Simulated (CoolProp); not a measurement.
The numbers come from the reference Helmholtz-energy equation of state, de Reuck 1993 in CoolProp.

**Question.** Give the vapour pressure (MPa), liquid density (kg/m³), vapour density (kg/m³), liquid conductivity (mW/(m K)) of saturated methanol at 392.4 K.

**Answer.** 
```json
[
 {"T (K)": "392.4", "p (MPa)": "0.627", "liquid density (kg/m³)": "688", "vapour density (kg/m³)": "7.09", "liquid conductivity (mW/(m K))": "182"}
]
```

Thermal conductivity comes from a separate model (Sykioti 2013).
